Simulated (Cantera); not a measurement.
Mixture: CH₃OH : O₂ : N₂ = 1 : 1.15 : 4.34 (molar parts), at 1.01 bar, adiabatic and at constant pressure. Ignition delay is the time to a rise of 400 K.

Cantera simulation using GRI-Mech 3.0 (53 species, 325 reactions); the numbers are that mechanism's predictions, not measurements. GRI-Mech 3.0 was tuned for natural gas; its chemistry of methanol as a main component is partial and can be far from experiment.

Q: What does this change do: constant volume in place of constant pressure?

A: 
| quantity | before | after |
|---|---|---|
| delay at 1300 K | 1.98 ms | 1.89 ms |
| delay at 1500 K | 0.202 ms | 0.183 ms |
| delay at 1700 K | 41.6 µs | 34.8 µs |
| delay at 1900 K | 13.1 µs | 10.1 µs |
| apparent activation energy between 1800 and 2000 K | 150 kJ/mol | 160 kJ/mol |

Q: What does this change do: pressure from 1.01 bar to 5.00 bar?

A: 
```
quantity                                                before       after
--------------------------------------------------  ----------  ----------
delay at 1300 K                                        1.98 ms    0.507 ms
delay at 1500 K                                       0.202 ms     49.3 µs
delay at 1700 K                                        41.6 µs     9.79 µs
delay at 1900 K                                        13.1 µs     2.98 µs
apparent activation energy between 1800 and 2000 K  150 kJ/mol  150 kJ/mol
```
